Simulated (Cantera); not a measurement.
A closed system holds: 1 mol Cu2O, a varied amount of CH4, 0.26 mol N2, equilibrated at 2023 K and 52000 Pa.

Cantera equilibrium calculation (NASA polynomials, part measured and part estimated; ideal gas, pure solids and liquids). Candidate condensed phases: C, C6H6, C7H8, C8H18, Cu, CuO, Cu(OH)2, Cu2O, H2O; 139 gas species. Rates play no part.

**Question.** Which condensed phases are stable at each of these points (n(CH4) (mol)): 0.52, 0.62, 0.74, 0.88, 1.1, 1.3, 1.5, 1.8, 2.1?

**Answer.** 
```json
[
 {"n(CH4) (mol)": "0.52", "condensed phases": "Cu(l)", "Cu condensed (%)": "99.1"},
 {"n(CH4) (mol)": "0.62", "condensed phases": "Cu(l)", "Cu condensed (%)": "98.9"},
 {"n(CH4) (mol)": "0.74", "condensed phases": "Cu(l)", "Cu condensed (%)": "98.7"},
 {"n(CH4) (mol)": "0.88", "condensed phases": "Cu(l)", "Cu condensed (%)": "98.5"},
 {"n(CH4) (mol)": "1.1", "condensed phases": "C(graphite) + Cu(l)", "Cu condensed (%)": "98.2"},
 {"n(CH4) (mol)": "1.3", "condensed phases": "C(graphite) + Cu(l)", "Cu condensed (%)": "98.0"},
 {"n(CH4) (mol)": "1.5", "condensed phases": "C(graphite) + Cu(l)", "Cu condensed (%)": "97.8"},
 {"n(CH4) (mol)": "1.8", "condensed phases": "C(graphite) + Cu(l)", "Cu condensed (%)": "97.5"},
 {"n(CH4) (mol)": "2.1", "condensed phases": "C(graphite) + Cu(l)", "Cu condensed (%)": "97.2"}
]
```

From 0.52 mol CH4 to 0.88 mol CH4 the condensed part is Cu(l). From 1.1 mol CH4 to 2.1 mol CH4 the condensed part is C(graphite) + Cu(l).
